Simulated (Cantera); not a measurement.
Input: 1 mol n-butane, 2.9 mol H2O, 19 mol N2, held at 2923 K and 24000 Pa.

Cantera equilibrium calculation (NASA polynomials, part measured and part estimated; ideal gas, pure solids and liquids). Candidate condensed phases: C, C6H6, C7H8, C8H18, H2O; 136 gas species. Kinetics and transport are ignored.

Base state: N2 0.587, H2 0.180, H 0.107, CO 0.0920, HCN 0.0249, HNC 0.00441, C2H2 (acetylene) 0.00172, CN 0.00142 (mole fractions); condensed: gas only.

**Question.** What changes in the equilibrium state with this change: n-butane replaced by C3H8?

**Answer.** 
| species | before | after |
|---|---|---|
| N2 | 0.587 | 0.623 |
| H2 | 0.180 | 0.173 |
| H | 0.107 | 0.105 |
| HCN | 0.0249 | 0.00263 |
| CO | 0.0920 | 0.0954 |
| C3 | 4.72e-5 | 5.39e-8 |
| C2H2 (acetylene) | 0.00172 | 1.80e-5 |
| C2H | 0.000157 | 1.68e-6 |
| C2 | 1.08e-5 | 1.18e-7 |
| C2N2 | 7.67e-5 | 8.89e-7 |

**Question.** What changes in the equilibrium state with this change: temperature from 2923 K to 2000 K?

**Answer.** 
| species | before | after |
|---|---|---|
| N2 | 0.587 | 0.634 |
| H2 | 0.180 | 0.261 |
| CO | 0.0920 | 0.0972 |
| H | 0.107 | 0.00169 |
| HCN | 0.0249 | 0.00599 |
| C3 | 4.72e-5 | <1e-9 |
| C | 4.37e-5 | <1e-9 |
| C2 | 1.08e-5 | <1e-9 |
| N | 1.31e-5 | 1.47e-9 |
| C(graphite), mol | 0 | 0.899 |

**Question.** What changes in the equilibrium state with this change: H2O from 2.9 to 0.023 mol?

**Answer.** 
```json
[
 {"species": "N2", "before": "0.587", "after": "0.721"},
 {"species": "H2", "before": "0.180", "after": "0.119"},
 {"species": "H", "before": "0.107", "after": "0.0873"},
 {"species": "CO", "before": "0.0920", "after": "0.000912"},
 {"species": "HCN", "before": "0.0249", "after": "0.0511"},
 {"species": "C4H2", "before": "6.80e-6", "after": "0.000121"},
 {"species": "C3", "before": "4.72e-5", "after": "0.000559"},
 {"species": "C2N2", "before": "7.67e-5", "after": "0.000490"},
 {"species": "C(graphite), mol", "before": "0", "after": "1.95"}
]
```
